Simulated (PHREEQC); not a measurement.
Make-up at 25 °C: 18 mmol/kgw NH3 and 12 mmol/kgw K2CO3. Closed to the air; pH follows from the charge balance.

Computed with PHREEQC (ion-association model, wateq4f.dat).

```yaml
pH: 11.09
ionic_strength: 0.0352 mol/kgw
total_alkalinity: 42.0 meq/kg
```

| species | molality | activity | log γ |
|---|---|---|---|
| K+ | 0.0240 | 0.0200 | -0.078 |
| NH3 | 0.0177 | 0.0177 | 0.000 |
| CO3-2 | 0.0108 | 0.00560 | -0.287 |
| OH- | 0.00146 | 0.00122 | -0.079 |
| HCO3- | 0.00116 | 0.000981 | -0.072 |
| NH4+ | 0.000303 | 0.000255 | -0.075 |

Precipitation was switched off in this run. Carbamate, which ammonia and carbonate form, is missing from the database.
